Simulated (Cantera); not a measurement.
# Equilibrium for silicon epitaxy and polysilicon growth: SiHCl3 + HCl + H2

Charge: 1 mol SiHCl3, 0.89 mol HCl, 780 mol H2.

Cantera equilibrium calculation (NASA polynomials, part measured and part estimated; ideal gas, pure solids and liquids). Candidate condensed phases: Si; 19 gas species. The tables' values for SiCl3 are old estimates. Equilibrium is a limit: real reactors are often held back by kinetics, nucleation or transport.

Question: Map the stable condensed phases over T = 825, 925, 1025, 1125, 1225, 1325, 1425, 1525, 1625 K and P in Pa = 100, 210, 460, 980, 2100, 4500, 9600, 20000, 44000, 94000, 200000.

Answer: 
```
T in K \ P in Pa
            100    210    460    980   2100   4500   9600  20000  44000  94000 200000
   1625       A      A      A      A      A      A      A      A      A      A      A
   1525       A      A      A      A      A      A      A      A      A      A      A
   1425       A      A      A      A      A      A      A      A      A      A      A
   1325       A      A      A      A      A      A      A      A      A      A      A
   1225       A      A      A      A      A      A      A      A      A      A      A
   1125       A      A      A      A      A      A      A      A      A      A      A
   1025       A      A      A      A      A      A      A      A      A      A      A
    925       A      A      A      A      A      A      A      A      A      A      B
    825       A      A      A      A      A      A      A      B      B      B      B
```
A: Si; B: gas only.
